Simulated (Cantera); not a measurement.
Charge: 1 mol PbO, a varied amount of CO, 0.53 mol H₂, at 2050 °C and 10.0 mbar.

Method: chemical equilibrium by Gibbs-energy minimisation in Cantera with the NASA 1993 tables (ideal gas, pure condensed phases). Candidate condensed phases: C, C₆H₆, C₇H₈, C₈H₁₈, H₂O, Pb, PbO, PbO₂, Pb₃O₄; 113 gas species. Equilibrium is a limit: real reactors are often held back by kinetics, nucleation or transport.

Task: At 4.7 mol CO, list the 4 most abundant gas species with their mole fractions, and the condensed phases.

Result: CO 0.630, Pb 0.156, CO₂ 0.114, H₂O 0.0364. Condensed: gas only.
